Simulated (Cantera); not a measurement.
Charge: 1 mol Ta(OEt)5, 9.9 mol CO2, 110 mol H2.

Method: chemical equilibrium by Gibbs-energy minimisation in Cantera with the NASA 1993 tables (ideal gas, pure condensed phases). Candidate condensed phases: C, C6H6, C7H8, C8H18, H2O, Ta, TaC, Ta2O5; 113 gas species. The feed counts by its element totals alone. The numbers say what is thermodynamically allowed, not how fast it happens.

Stable condensed phases, one row left out:

```
T in °C \ P in Pa
            0.10     1.5      22     320    4600   68000 1000000
   1752        A       A       B       B       B       B       B
   1602        A       B       B       B       B       B       B
   1452        B       B       B       B       B       B       B
   1302        B       B       B       B       B       B       B
   1152        B       B       B       B       B       B       B
   1002        B       B       B       B       B       B       B
    852        B       B       B       B       B       B       B
    552        B       B       B       B       C       B       B
```

A: gas only; B: Ta2O5; C: C + Ta2O5.

Give the row for 702 °C.

0.10: Ta2O5; 1.5: Ta2O5; 22: Ta2O5; 320: Ta2O5; 4600: Ta2O5; 68000: Ta2O5; 1000000: Ta2O5.
